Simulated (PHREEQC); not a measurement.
## Metal-bearing waste water (model solution)

Dissolve 0.1 mol CuSO4, 0.00079 mol CaCl2, 4.5e-05 mol H2SO4 and 0.23 mol Na2SO4 per kg of water at 65 °C. Closed to the air; pH follows from the charge balance.

Equilibrium calculation in PHREEQC: ion-association model, phreeqc.dat.

No solid was allowed to form.

Question: Estimate the pH, activity of water, ionic strength.

Answer: pH 4.38; activity of water 0.987; ionic strength 0.701 mol/kgw.

Question: In which forms is S present?

Answer: SO4-2 58 %, NaSO4- 24 %, CuSO4 18 % of the S.

Ionic strength above about 0.7 mol/kgw puts this run outside the model's range. Constants without temperature data keep their 25 °C values here.
